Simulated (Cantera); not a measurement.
An adiabatic, constant-volume homogeneous reactor starts with CH4 : CO : O2 : N2 = 1 : 1.2 : 2.6 : 9.78 (molar parts), at 1750 K and 0.570 bar. Integrator tolerance rtol = 1e-08.

Detailed kinetics in Cantera: GRI-Mech 3.0 (53 species, 325 reactions).

Question: What does this change do: initial temperature 1750 to 1275 K?

Answer: 
| quantity | before | after |
|---|---|---|
| time of steepest temperature rise | 0.244 ms | 26.2 ms |
| temperature at 1.00 s | 2890 K | 2787 K |
| equilibrium temperature | 2890 K | 2787 K |
| x(CH4) at 1.00 s | <1e-12 (gas-phase equilibrium <1e-12) | <1e-12 (gas-phase equilibrium <1e-12) |
| x(CO) at 1.00 s | 0.0810 (gas-phase equilibrium 0.0810) | 0.0657 (gas-phase equilibrium 0.0657) |
| x(O2) at 1.00 s | 0.0319 (gas-phase equilibrium 0.0319) | 0.0266 (gas-phase equilibrium 0.0266) |
| x(CH2O) at 1.00 s | 5.32e-10 (gas-phase equilibrium 5.32e-10) | 4.16e-10 (gas-phase equilibrium 4.16e-10) |
| x(H) at 1.00 s | 0.0147 (gas-phase equilibrium 0.0147) | 0.00783 (gas-phase equilibrium 0.00783) |
| x(C2H2) at 1.00 s | <1e-12 (gas-phase equilibrium <1e-12) | <1e-12 (gas-phase equilibrium <1e-12) |
